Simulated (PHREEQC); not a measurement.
1 kg of water holding 0.045 mol NaCl, 0.0038 mol Na2CO3, 0.00098 mol Na2B4O7 and 0.012 mol KCl is evaporated at 25 °C; the solids stay in contact with the brine. CO2 from the air is kept out. Only these solids could form: Halite, Kalicinite, Nahcolite, Natron, Sylvite, Trona, Borax, Boric_acid,s, KB5O8:4H2O, K2B4O7:4H2O, NaBO2:4H2O, NaB5O8:5H2O, Teepleite.

The series has 28 steps of water left (kg), from 1 to 0.005016.

The numbers come from PHREEQC with the Pitzer model, pitzer.dat.

### Question
Which solids form, in which order, and at which step of the series does each first stand?

### Answer
Borax from water left = 0.01103 kg (pH 9.53); Halite from water left = 0.007446 kg (pH 9.64); Sylvite from water left = 0.005016 kg (pH 9.88); Trona from water left = 0.005016 kg (pH 9.88).

Species that the database lacks are ignored.
